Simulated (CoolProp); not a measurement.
R125 at 298.15 K and 4.21 MPa flows at 19 m/s in a round tube of 6 mm bore and 15 µm roughness, fully developed (64/Re and Nu = 3.66 if laminar; Colebrook and Gnielinski if turbulent). Each further row changes one setting.

The numbers come from the reference Helmholtz-energy equation of state, Lemmon 2005 in CoolProp.

```csv
case,Reynolds number,Darcy friction factor,pressure drop (Pa/m),heat-transfer coefficient (W/(m² K)),mass flow (kg/h)
as stated,896000,0.0251,925000,…,…
velocity 38 m/s,1790000,0.0250,…,…,4750
diameter 12 mm,1790000,0.0209,…,45000,9490
```

Problem. What belongs in the gaps?

Solution. 
- as stated, heat-transfer coefficient (W/(m² K)): 51700
- as stated, mass flow (kg/h): 2370
- velocity 38 m/s, pressure drop (Pa/m): 3690000
- velocity 38 m/s, heat-transfer coefficient (W/(m² K)): 103000
- diameter 12 mm, pressure drop (Pa/m): 386000

Viscosity comes from a separate model (Huber 2006). Thermal conductivity comes from a separate model (Perkins 2006).
